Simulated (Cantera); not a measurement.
An isothermal, constant-pressure homogeneous reactor starts with 4.40 % H2, 95.6 % O2, equivalence ratio 0.023, at 1075 K and 3.23 Torr.

Cantera simulation using GRI-Mech 3.0 (53 species, 325 reactions); the numbers are that mechanism's predictions, not measurements. Radical loss at walls, strong at low pressure, is not modelled. The temperature is held fixed by assumption; the heat of reaction is taken as removed at once.

x: mole fraction; the columns are a selection and need not sum to one.

```
t (s)           x H2   x O2    x H2O2         x H     x H2O        x OH
--------  ----------  -----  --------  ----------  --------  ----------
0.000100      0.0440  0.956    <1e-12    7.53e-11  1.71e-12    1.40e-11
0.000316      0.0440  0.956    <1e-12    1.99e-10  4.11e-11    9.98e-11
0.00100       0.0440  0.956    <1e-12    7.06e-10  8.38e-10    6.47e-10
0.00316       0.0440  0.956  1.53e-12     1.28e-8   3.52e-8     1.39e-8
0.0100        0.0437  0.956  1.92e-10     7.52e-5  0.000225     8.17e-5
0.0316      0.000709  0.925   2.45e-8     0.00797    0.0384     0.00199
0.100       0.000505  0.932   2.42e-8     0.00513    0.0404     0.00169
0.316     (withheld)  0.945   2.65e-8  (withheld)    0.0430  (withheld)
1.00         5.24e-5  0.953   2.49e-8    0.000159    0.0445    0.000545
```

Complete the blanks.


- 0.316, x H2: 0.000244
- 0.316, x H: 0.00164
- 0.316, x OH: 0.00118
